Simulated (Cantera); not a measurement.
Charge: 1 mol Si, 0.58 mol NF3, 2.7 mol F2, held at 925 K and 10.0 Torr.

Equilibrium computed with Cantera from the NASA thermochemical tables; the gas is ideal and each condensed phase is pure. Candidate condensed phases: Si, Si3N4; 16 gas species. The numbers say what is thermodynamically allowed, not how fast it happens.

Base state: F2 0.369, SiF4 0.310, F 0.231, N2 0.0892, NF3 0.00128 (mole fractions); condensed: gas only.

Q: What changes in the equilibrium state with this change: temperature from 925 K to 1400 K?

A: 
```json
[
 {"species": "F", "before": "0.231", "after": "0.706"},
 {"species": "SiF4", "before": "0.310", "after": "0.226"},
 {"species": "N2", "before": "0.0892", "after": "0.0656"},
 {"species": "F2", "before": "0.369", "after": "0.00232"},
 {"species": "NF3", "before": "0.00128", "after": "1.95e-9"}
]
```
